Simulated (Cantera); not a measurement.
An isothermal, constant-pressure homogeneous reactor starts with C₃H₈ : H₂ = 1 : 100 (molar parts), at 1075 K and 760 Torr.

Detailed kinetics in Cantera: GRI-Mech 3.0 (53 species, 325 reactions). GRI-Mech 3.0 was tuned for natural gas; its chemistry of propane as a main component is partial and can be far from experiment. GRI-Mech 3.0 stops at C3 and has no aromatics, soot or wall deposition, so with more carbon than oxygen in the feed, carbon stays in small species such as C2H2 where larger ones or solid carbon would form.

x: mole fraction; the columns are a selection and need not sum to one.

| t (s) | x C₃H₈ | x H₂ | x C₂H | x C₂H₂ | x CH₄ |
|---|---|---|---|---|---|
| 4.00e-5 | 0.00990 | 0.990 | <1e-12 | <1e-12 | 1.53e-7 |
| 0.000118 | 0.00990 | 0.990 | <1e-12 | <1e-12 | 1.53e-6 |
| 0.000348 | 0.00989 | 0.990 | <1e-12 | 1.40e-11 | [?] |
| 0.00103 | 0.00978 | 0.990 | <1e-12 | 9.38e-10 | 0.000116 |
| 0.00303 | 0.00921 | 0.989 | <1e-12 | 3.31e-8 | 0.000680 |
| 0.00894 | 0.00756 | 0.988 | <1e-12 | 4.26e-7 | 0.00232 |
| 0.0264 | 0.00454 | 0.985 | <1e-12 | 2.86e-6 | 0.00535 |
| 0.0779 | 0.00156 | 0.982 | <1e-12 | 1.06e-5 | 0.00844 |
| 0.230 | 0.000231 | 0.980 | <1e-12 | 2.32e-5 | 0.00997 |
| 0.678 | 2.89e-6 | 0.980 | <1e-12 | 3.82e-5 | 0.0107 |
| 2.00 | [?] | 0.979 | <1e-12 | [?] | [?] |

Q: Fill in the missing entries.

A: 
- 0.000348, x CH₄: 1.41e-5
- 2.00, x C₃H₈: 3.61e-7
- 2.00, x C₂H₂: 4.60e-5
- 2.00, x CH₄: 0.0122
